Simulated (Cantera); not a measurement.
## Hydrocarbon pyrolysis for carbon deposition

An isothermal, constant-pressure homogeneous reactor starts with C₂H₆ : N₂ = 1 : 1.7 (molar parts), at 1400 K and 100000 Pa.

Cantera simulation using GRI-Mech 3.0 (53 species, 325 reactions); the numbers are that mechanism's predictions, not measurements. GRI-Mech 3.0 stops at C3 and has no aromatics, soot or wall deposition, so with more carbon than oxygen in the feed, carbon stays in small species such as C2H2 where larger ones or solid carbon would form.

```tsv
t (s)	x C₂H₆	x CH₄	x CH₂	x H	x HCN	x C₂H
4.00e-6	0.370	8.88e-5	7.72e-9	1.86e-6	<1e-12	<1e-12
1.40e-5	0.367	0.000718	4.92e-8	1.15e-5	4.42e-11	1.84e-12
4.93e-5	0.342	0.00425	1.05e-7	2.07e-5	4.02e-10	1.15e-10
0.000173	0.262	0.0171	9.39e-8	2.35e-5	7.49e-10	5.74e-10
0.000608	0.103	0.0491	5.57e-8	2.93e-5	9.67e-10	2.15e-9
0.00213	0.00839	0.0732	8.04e-9	1.98e-5	1.04e-9	3.73e-9
0.00750	0.000844	0.0744	8.92e-10	7.56e-6	1.02e-9	2.23e-9
0.0263	0.000445	0.0739	4.99e-10	6.31e-6	9.86e-10	2.52e-9
0.0924	0.000248	0.0757	3.07e-10	5.27e-6	9.70e-10	2.47e-9
0.324	0.000207	0.0835	2.60e-10	4.56e-6	1.01e-9	2.22e-9
1.14	0.000188	0.102	2.28e-10	3.66e-6	1.11e-9	1.85e-9
4.00	0.000168	0.126	1.94e-10	2.79e-6	1.35e-9	1.50e-9
```
x: mole fraction; the columns are a selection and need not sum to one.

Equilibrium at this temperature and pressure: C₂H₆ 0.000133, CH₄ 0.128, CH₂ 1.62e-10, H 2.56e-6, HCN 0.0913, C₂H 1.00e-9 (gas phase only).
